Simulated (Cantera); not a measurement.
An isothermal, constant-pressure homogeneous reactor starts with C2H6 : N2 = 1 : 1.3 (molar parts), at 1223 K and 55.5 Torr.

Model: GRI-Mech 3.0 (53 species, 325 reactions), integrated in Cantera. GRI-Mech 3.0 stops at C3 and has no aromatics, soot or wall deposition, so with more carbon than oxygen in the feed, carbon stays in small species such as C2H2 where larger ones or solid carbon would form.

x: mole fraction; the columns are a selection and need not sum to one.

| t (s) | x C2H6 | x C2H2 | x HCN | x CH4 | x H | x H2 | x CH3 |
|---|---|---|---|---|---|---|---|
| 0.000200 | 0.435 | 1.31e-9 | <1e-12 | 5.74e-5 | 9.59e-7 | 8.54e-5 | 7.65e-5 |
| 0.000460 | 0.433 | 9.23e-8 | <1e-12 | 0.000210 | 3.02e-6 | 0.000710 | 0.000110 |
| 0.00106 | 0.428 | 3.50e-6 | 5.88e-12 | 0.000753 | 6.04e-6 | 0.00408 | 0.000182 |
| 0.00243 | 0.409 | 5.53e-5 | 1.69e-11 | 0.00266 | 7.74e-6 | 0.0153 | 0.000241 |
| 0.00558 | 0.366 | 0.000402 | 2.73e-11 | 0.00737 | 8.25e-6 | 0.0411 | 0.000234 |
| 0.0128 | 0.284 | 0.00191 | 3.52e-11 | 0.0174 | 9.09e-6 | 0.0906 | 0.000210 |
| 0.0295 | 0.159 | 0.00691 | 4.07e-11 | 0.0357 | 1.07e-5 | 0.166 | 0.000165 |
| 0.0678 | 0.0428 | 0.0202 | 4.44e-11 | 0.0575 | 1.20e-5 | 0.238 | 9.25e-5 |
| 0.156 | 0.00528 | 0.0417 | 4.54e-11 | 0.0646 | 6.80e-6 | 0.274 | 3.22e-5 |
| 0.358 | 0.000942 | 0.0615 | 4.49e-11 | 0.0646 | 3.18e-6 | 0.290 | 1.35e-5 |
| 0.823 | 0.000443 | 0.0831 | 4.41e-11 | 0.0638 | 2.33e-6 | 0.306 | 9.24e-6 |
| 1.89 | ? | ? | 4.29e-11 | 0.0627 | 2.32e-6 | 0.330 | ? |
| 4.35 | ? | ? | 4.17e-11 | 0.0617 | 2.25e-6 | 0.357 | ? |
| 10.0 | 0.000150 | 0.177 | 4.12e-11 | 0.0621 | 2.02e-6 | 0.374 | 6.45e-6 |

What belongs in the gaps?


- 1.89, x C2H6: 0.000346
- 1.89, x C2H2: 0.115
- 1.89, x CH3: 8.46e-6
- 4.35, x C2H6: 0.000235
- 4.35, x C2H2: 0.153
- 4.35, x CH3: 7.48e-6
